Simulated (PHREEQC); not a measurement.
1 kg of water holding 0.035 mol/kgw NaCl meets 20 L of dry gas (H2 0.49, N2 0.51 by moles) at fixed total pressure, at 25 °C; fugacities by Peng-Robinson. The gases take part in no redox reaction, some water evaporates into the gas, and hydrates or a liquid gas phase aren't modelled. Precipitation was switched off in this run.

Model: ion-association model, phreeqc.dat, run in PHREEQC.

### Question
Predict dissolved H2 (mol/kgw) at P (atm) = 50, 100.

### Answer
```tsv
P (atm)	dissolved H2 (mol/kgw)
50	0.0185
100	0.0356
```
